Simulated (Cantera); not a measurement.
Charge: 1 mol PbO, 0.33 mol C, 1.3 mol H2, held at 170 Pa.

Method: chemical equilibrium by Gibbs-energy minimisation in Cantera with the NASA 1993 tables (ideal gas, pure condensed phases). Candidate condensed phases: C, C6H6, C7H8, C8H18, H2O, Pb, PbO, PbO2, Pb3O4; 113 gas species. Equilibrium is a limit: real reactors are often held back by kinetics, nucleation or transport.

Q: At 1900 °C, list the 5 most abundant gas species with their mole fractions, and the condensed phases.

A: Pb 0.365, H2 0.230, H2O 0.216, CO 0.103, H 0.0562. Condensed: gas only.
